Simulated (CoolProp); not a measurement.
Saturation properties of carbonyl sulfide.

The numbers come from the reference Helmholtz-energy equation of state, Lemmon 2006 in CoolProp. It is a short technical equation, of lower accuracy than the large ones.

| T (K) | p (kPa) | vapour density (kg/m³) | enthalpy of vaporisation (kJ/kg) |
|---|---|---|---|
| 211.5 | 57.59 | 2.006 | 316.5 |
| 220.7 | 91.02 | 3.060 | 310.4 |
| 229.9 | 138.1 | 4.499 | 304.2 |
| 239.1 | 202.2 | 6.404 | 297.7 |
| 248.3 | 286.9 | 8.870 | 290.9 |
| 257.5 | 396.2 | 12.00 | 283.6 |
| 266.7 | 534.2 | 15.91 | 276.0 |
| 275.9 | 705.1 | 20.73 | 267.7 |
| 285.1 | 913.3 | 26.62 | 258.9 |
| 294.3 | 1163 | 33.78 | 249.3 |
| 303.5 | 1460 | 42.43 | 238.9 |
| 312.7 | 1807 | 52.89 | 227.5 |
| 321.9 | 2211 | 65.59 | 214.9 |
| 331.1 | 2677 | 81.12 | 200.7 |
| 340.3 | 3210 | 100.4 | 184.6 |

It boils at 223.0 K under 1 atm.
